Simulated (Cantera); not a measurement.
Cantera run:

```python
import numpy as np
import cantera as ct

gas_names = """
    AL ALCL ALCL2 ALCL3 ALN AL2 AL2CL6 CL CL2 N N2
""".split()
cond_names = """
    AL(cr) AL(L) ALCL3(s) ALCL3(L) ALN(s)
""".split()


# ... load() reads the species with a 1 bar reference pressure and builds the phases ...
atoms = {
    'Al': {'AL': 1},
    'Cl2': {'CL': 2},
    'N2': {'N': 2},
}
top_T = {'ALN(s)': 2750}  # K; cautious upper limits of use, not melting points


# ... equilibrate(T, P, feed) seeds the gas with the atoms and calls Mixture.equilibrate('TP', solver="vcs", rtol=1e-11, max_steps=5000) ...
results = []
feed = {'Al': 1, 'Cl2': 2.2, 'N2': 0.23}  # mol
P = 6600  # Pa
for T in [548, 648, 748, 848, 948, 1048, 1148, 1248, 1348, 1448]:
    mix = equilibrate(T, P, feed)
    results.append((T, P, feed, dict(zip(mix.species_names, mix.species_moles))))

top = {s: max(r[3][s] / sum(r[3][g] for g in gas_names) for r in results) for s in gas_names}
cols = sorted((s for s in top if top[s] > 0.001), key=lambda s: -top[s])[:8]
seen = [c for c in cond_names if any(r[3].get(c, 0) > 1e-12 for r in results)]
print("log10 of partial pressures in bar; condensed amounts in mol")
print(f"{'T/K':>10s}" + "".join(f"{s[:9]:>10s}" for s in cols + seen))
for T, P, feed, n in results:
    ng = sum(n[g] for g in gas_names)
    print(f"{T:10.4g}" + "".join(f"{np.log10(max(n[s] / ng * P / 1e5, 1e-99)):10.3f}" for s in cols)
          + "".join(f"{n.get(c, 0):10.4g}" for c in seen))
```

Result:

```
log10 of partial pressures in bar; condensed amounts in mol
       T/K     ALCL3       CL2    AL2CL6        N2        CL
       548    -2.901    -1.495    -1.653    -1.978    -9.469
       648    -2.061    -1.520    -1.764    -2.004    -7.677
       748    -1.617    -1.579    -2.170    -2.062    -6.379
       848    -1.491    -1.613    -2.894    -2.096    -5.378
       948    -1.471    -1.620    -3.613    -2.103    -4.576
      1048    -1.468    -1.622    -4.212    -2.104    -3.924
      1148    -1.468    -1.626    -4.705    -2.106    -3.385
      1248    -1.470    -1.636    -5.117    -2.108    -2.934
      1348    -1.475    -1.657    -5.470    -2.114    -2.555
      1448    -1.485    -1.699    -5.780    -2.124    -2.240
```

Method: chemical equilibrium by Gibbs-energy minimisation in Cantera with the NASA 1993 tables (ideal gas, pure condensed phases).
